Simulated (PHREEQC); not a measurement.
Dissolve 18 mmol/kgw HBF4 at 25 °C. Closed to the air; pH follows from the charge balance.

Model: ion-association model, phreeqc.dat, run in PHREEQC.

```csv
quantity,before,after
pH,1.82,1.65
HF (mol/kgw),0.00745,0.00881
H3BO3 (mol/kgw),0.00170,0.00196
BF3OH- (mol/kgw),0.000757,0.000992
```

Task: What was changed between the two runs?
(A) 0.0029 mol/kgw (CH3)4NF added
(B) temperature from 25 to 45 °C
(C) diluted 100-fold with water
(D) HBF4 from 0.018 to 0.0162 mol/kgw
(E) HBF4 from 0.018 to 0.027 mol/kgw

Result: E, HBF4 from 0.018 to 0.027 mol/kgw

No solid was allowed to form. Real BF4- forms and hydrolyses slowly; the run takes it at equilibrium.
